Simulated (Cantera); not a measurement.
Equilibrium for chemical vapour transport: AlN + HCl + N2

Input: 1 mol AlN, 0.15 mol HCl, 4.1 mol N2, equilibrated at 0.590 bar.

Method: chemical equilibrium by Gibbs-energy minimisation in Cantera with the NASA 1993 tables (ideal gas, pure condensed phases). Candidate condensed phases: Al, AlCl3, AlN, NH4Cl; 20 gas species. The tables' values for AlCl2 are old estimates; treat these amounts as uncertain. Rates play no part.

```tsv
T (K)	x N2	x H2	x HCl	x AlCl3	x AlCl	x AlCl2	x H	n AlN(s)
1098	0.969	0.0127	0.00990	0.00846	3.37e-9	6.72e-7	3.63e-9	0.964
1148	0.969	0.0128	0.00973	0.00852	1.78e-8	1.84e-6	1.05e-8	0.964
1198	0.969	0.0129	0.00958	0.00857	8.14e-8	4.62e-6	2.81e-8	0.964
1248	0.969	0.0129	0.00944	0.00861	3.30e-7	1.08e-5	6.91e-8	0.963
1298	0.969	0.0130	0.00931	0.00864	1.19e-6	2.34e-5	1.59e-7	0.963
1348	0.969	0.0130	0.00919	0.00867	3.93e-6	4.81e-5	3.44e-7	0.963
1398	0.969	0.0131	0.00908	0.00867	1.18e-5	9.34e-5	7.05e-7	0.963
1448	0.969	0.0132	0.00897	0.00865	3.29e-5	0.000173	1.38e-6	0.962
1498	0.969	0.0132	0.00886	0.00858	8.53e-5	0.000306	2.57e-6	0.962
1548	0.969	0.0133	0.00873	0.00844	0.000207	0.000517	4.62e-6	0.961
1598	0.969	0.0133	0.00857	0.00818	0.000471	0.000836	8.00e-6	0.960
1648	0.968	0.0134	0.00837	0.00776	0.00101	0.00129	1.34e-5	0.957
1698	0.967	0.0135	0.00808	0.00709	0.00205	0.00189	2.19e-5	0.953
1748	0.966	0.0137	0.00767	0.00611	0.00390	0.00260	3.48e-5	0.946
```
x: gas mole fraction; n: condensed amount in mol.

From 1098 K to 1748 K the condensed part is AlN(s). The main Al-bearing gas is AlCl3 throughout.
